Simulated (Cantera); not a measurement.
Mixture: C3H8 : O2 : N2 : H2O = 1 : 5 : 18.8 : 0.89 (molar parts), at 0.987 atm, adiabatic and at constant volume. Ignition delay is the time to a rise of 400 K.

Cantera simulation using GRI-Mech 3.0 (53 species, 325 reactions); the numbers are that mechanism's predictions, not measurements. GRI-Mech 3.0 was tuned for natural gas; its chemistry of propane as a main component is partial and can be far from experiment.

Task: What does this change do: pressure from 0.987 atm to 1.18 atm?

Result: 
| quantity | before | after |
|---|---|---|
| delay at 1198 K | 6.42 ms | 5.89 ms |
| delay at 1298 K | 0.996 ms | 0.912 ms |
| delay at 1398 K | 0.228 ms | 0.207 ms |
| delay at 1498 K | 74.4 µs | 66.5 µs |
| delay at 1598 K | 32.3 µs | 28.4 µs |
| delay at 1698 K | 17.3 µs | 15.1 µs |
| apparent activation energy between 1498 and 1698 K | 150 kJ/mol | 160 kJ/mol |

Task: What does this change do: pressure from 0.987 atm to 9.87 atm?

Result: 
```tsv
quantity	before	after
delay at 1198 K	6.42 ms	1.66 ms
delay at 1298 K	0.996 ms	0.295 ms
delay at 1398 K	0.228 ms	65.8 µs
delay at 1498 K	74.4 µs	19.3 µs
delay at 1598 K	32.3 µs	7.28 µs
delay at 1698 K	17.3 µs	3.41 µs
apparent activation energy between 1498 and 1698 K	150 kJ/mol	180 kJ/mol
```
